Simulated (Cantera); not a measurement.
Si + Br2 (silicon etching in halogen gases)

Feed: 1 mol Si, 9.9 mol Br2, equilibrated at 4.10 mbar.

Method: chemical equilibrium by Gibbs-energy minimisation in Cantera with the NASA 1993 tables (ideal gas, pure condensed phases). Candidate condensed phases: Br2, Si; 9 gas species. The tables' values for SiBr3 are old estimates; treat these amounts as uncertain. Equilibrium is a limit: real reactors are often held back by kinetics, nucleation or transport.

From 200 °C to 1100 °C nothing is condensed. The main Si-bearing gas is SiBr4 throughout.

```
T (°C)  x Br2      x Br  x SiBr4   x SiBr3   x SiBr2
------  -----  --------  -------  --------  --------
200     0.888   1.84e-7    0.112    <1e-12    <1e-12
275     0.888   5.37e-6    0.112    <1e-12    <1e-12
350     0.888   6.98e-5    0.112    <1e-12    <1e-12
425     0.887  0.000524    0.112  1.03e-12    <1e-12
500     0.885   0.00267    0.112  4.60e-11    <1e-12
575     0.878    0.0102    0.112   1.04e-9    <1e-12
650     0.858    0.0311    0.111   1.41e-8    <1e-12
725     0.813    0.0789    0.108   1.28e-7  3.82e-11
800     0.727     0.170    0.103   8.63e-7   1.05e-9
875     0.590     0.315   0.0946   4.57e-6   2.01e-8
950     0.417     0.499   0.0843   2.05e-5   3.01e-7
1025    0.249     0.676   0.0743   8.33e-5   3.92e-6
1100    0.129     0.804   0.0668  0.000323   4.73e-5
```
x: gas mole fraction; nothing condenses.
